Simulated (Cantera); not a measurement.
# Reactions in the system C-H-Ti

Cantera with NASA thermochemical tables; ideal gases at 1 bar, condensed phases pure. Values are per mole of reaction as written; species without (g) are pure solids or liquids, kept so even where they would boil at 1 bar. TiC: taken at fixed stoichiometry.

3 C2H2(g) + 4 Ti ⇌ 4 TiC + 2 CH3(g)

| T (K) | ΔH° (kJ) | ΔS° (J/K) | ΔG° (kJ) | log10 K | condensed phases |
|---|---|---|---|---|---|
| 300 | -1127.3 | -240.9 | -1055.0 | 183.69 | Ti(α), TiC(s) |
| 1550 | -1151.2 | -266.7 | -737.9 | 24.87 | Ti(β), TiC(s) |
| 1625 | -1151.8 | -267.1 | -717.9 | 23.08 | Ti(β), TiC(s) |
| 1700 | -1152.7 | -267.5 | -697.8 | 21.44 | Ti(β), TiC(s) |
| 1775 | -1153.7 | -268.2 | -677.8 | 19.94 | Ti(β), TiC(s) |
| 1850 | -1155.0 | -268.9 | -657.6 | 18.57 | Ti(β), TiC(s) |
| 1925 | -1156.5 | -269.7 | -637.4 | 17.30 | Ti(β), TiC(s) |
| 2000 | -1218.0 | -301.3 | -615.5 | 16.07 | Ti(l), TiC(s) |
| 2075 | -1221.4 | -302.9 | -592.8 | 14.92 | Ti(l), TiC(s) |
| 2150 | -1224.6 | -304.4 | -570.0 | 13.85 | Ti(l), TiC(s) |
| 2225 | -1227.6 | -305.8 | -547.1 | 12.84 | Ti(l), TiC(s) |
| 2300 | -1230.4 | -307.1 | -524.2 | 11.90 | Ti(l), TiC(s) |

C6H6(g) + 6 Ti ⇌ 6 TiC + 6 H(g)

| T (K) | ΔH° (kJ) | ΔS° (J/K) | ΔG° (kJ) | log10 K | condensed phases |
|---|---|---|---|---|---|
| 300 | 120.6 | 380.7 | 6.4 | -1.12 | Ti(α), TiC(s) |
| 1550 | 156.7 | 461.7 | -559.0 | 18.84 | Ti(β), TiC(s) |
| 1625 | 157.2 | 462.0 | -593.6 | 19.08 | Ti(β), TiC(s) |
| 1700 | 157.3 | 462.1 | -628.3 | 19.30 | Ti(β), TiC(s) |
| 1775 | 156.8 | 461.8 | -662.9 | 19.51 | Ti(β), TiC(s) |
| 1850 | 156.0 | 461.3 | -697.5 | 19.69 | Ti(β), TiC(s) |
| 1925 | 154.6 | 460.6 | -732.1 | 19.87 | Ti(β), TiC(s) |
| 2000 | 63.3 | 413.7 | -764.1 | 19.95 | Ti(l), TiC(s) |
| 2075 | 59.0 | 411.6 | -795.0 | 20.01 | Ti(l), TiC(s) |
| 2150 | 54.9 | 409.6 | -825.8 | 20.06 | Ti(l), TiC(s) |
| 2225 | 51.0 | 407.9 | -856.5 | 20.11 | Ti(l), TiC(s) |
| 2300 | 47.4 | 406.2 | -887.0 | 20.14 | Ti(l), TiC(s) |
